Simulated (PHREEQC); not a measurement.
Solution A (0.0021 mol/kgw HF and 0.23 mol/kgw KF) is mixed with solution B (0.15 mol HCl, 0.083 mol BaCl2 and 0.001 mol LiCl per kg of water) at 55 °C; shares are by mass of water, 1 kg in all. Oxygen alone is held at its pressure in air (log pO2 = -0.68). CO2 from the air is kept out. Solids allowed: BaF2. Others were left out.

The numbers come from PHREEQC with the ion-association model, wateq4f.dat.

| share of solution B | pH | BaF2 (mol) | F in solution (mol/kgw) | Ba+2 (mol/kgw) | F- (mol/kgw) | HF (mol/kgw) |
|---|---|---|---|---|---|---|
| 0 | 5.59 | 0 | 0.232 | 0 | 0.229 | 0.00102 |
| 0.1 | 4.50 | 0.00776 | 0.193 | 0.000540 | 0.169 | 0.00940 |
| 0.2 | 3.99 | 0.0155 | 0.155 | 0.00114 | 0.113 | 0.0204 |
| 0.3 | (withheld) | 0.0215 | 0.119 | 0.00341 | 0.0635 | (withheld) |
| 0.4 | 3.07 | 0.0197 | 0.0998 | 0.0135 | 0.0324 | 0.0488 |
| 0.5 | 2.78 | 0.00721 | (withheld) | 0.0343 | 0.0216 | 0.0613 |
| 0.6 | 2.23 | 0 | 0.0928 | 0.0498 | 0.00718 | 0.0718 |
| 0.7 | 1.54 | 0 | 0.0696 | (withheld) | 0.00126 | 0.0610 |
| 0.8 | 1.24 | 0 | 0.0464 | 0.0664 | 0.000459 | (withheld) |
| 0.9 | 1.07 | 0 | (withheld) | 0.0747 | 0.000163 | 0.0221 |
| 1 | 0.94 | 0 | 0 | 0.0830 | 0 | 0 |

Problem. Fill in the missing entries.

Solution. 
- 0.3, pH: 3.52
- 0.3, HF (mol/kgw): 0.0342
- 0.5, F in solution (mol/kgw): 0.102
- 0.7, Ba+2 (mol/kgw): 0.0581
- 0.8, HF (mol/kgw): 0.0425
- 0.9, F in solution (mol/kgw): 0.0232

Complexes and solids missing from the database can't appear. wateq4f.dat counts part of the HF as a dimer, H2F2, which phreeqc.dat doesn't know; its constant is uncertain. At this temperature some constants are extrapolated from 25 °C, and those without enthalpy data are left unchanged.
